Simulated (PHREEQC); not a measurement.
Dissolve 0.022 mol NaBF4, 0.007 mol Na3PO4 and 9.3e-06 mol H4SiO4 per kg of water at 15 °C. Closed to the air; pH follows from the charge balance.

Equilibrium calculation in PHREEQC: ion-association model, phreeqc.dat.

This is a speciation only: nothing precipitates in the calculation.

**Question.** Estimate the pH.

**Answer.** pH 4.09.

**Question.** In which forms is B present?

**Answer.** BF4- 64 %, BF3OH- 14 %, H3BO3 13 %, BF2(OH)2- 9.3 % of the B.

SiF6-2 is the database's only silicon fluoride. Real BF4- forms and hydrolyses slowly; the run takes it at equilibrium.
